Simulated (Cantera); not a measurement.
Feed: 1 mol AlCl3, 4.4 mol HCl, 14 mol N2, 0.79 mol N2O, held at 19.0 Pa.

Method: chemical equilibrium by Gibbs-energy minimisation in Cantera with the NASA 1993 tables (ideal gas, pure condensed phases). Candidate condensed phases: Al, AlCl3, AlN, Al2O3, H2O, NH4Cl; 45 gas species. Equilibrium is a limit: real reactors are often held back by kinetics, nucleation or transport. All values below are at 1275 K.

Base state: N2 0.701, HCl 0.209, Cl 0.0606, AlCl3 0.0224, Cl2 0.00715 (mole fractions); condensed: Al2O3(s).

**Question.** What changes in the equilibrium state with this change: N2O from 0.79 to 2.5 mol?

**Answer.** 
```csv
species,before,after
N2,0.701,0.687
HCl,0.209,0.183
Cl,0.0606,0.0924
AlCl3,0.0224,4.32e-6
O2,4.26e-8,0.0206
Cl2,0.00715,0.0166
NO,1.42e-7,9.82e-5
H2O,1.26e-6,0.000289
"Al2O3(s), mol",0.263,0.500
```
